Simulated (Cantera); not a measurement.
Charge: 1 mol n-butane, 0.51 mol H₂O, at 875 °C and 28.0 mbar.

Method: chemical equilibrium by Gibbs-energy minimisation in Cantera with the NASA 1993 tables (ideal gas, pure condensed phases). Candidate condensed phases: C, C₆H₆, C₇H₈, C₈H₁₈, H₂O; 110 gas species. Kinetics and transport are ignored.

Base state: H₂ 0.915, CO 0.0847, CH₄ 0.000557, H₂O 0.000104 (mole fractions); condensed: C(graphite).

Question: What changes in the equilibrium state with this change: pressure from 28.0 mbar to 1.00 bar?

Answer: 
| species | before | after |
|---|---|---|
| H₂ | 0.915 | 0.895 |
| CO | 0.0847 | 0.0826 |
| CH₄ | 0.000557 | 0.0190 |
| H₂O | 0.000104 | 0.00354 |
| CO₂ | 8.14e-6 | 0.000277 |
| C(graphite), mol | 3.49 | 3.40 |
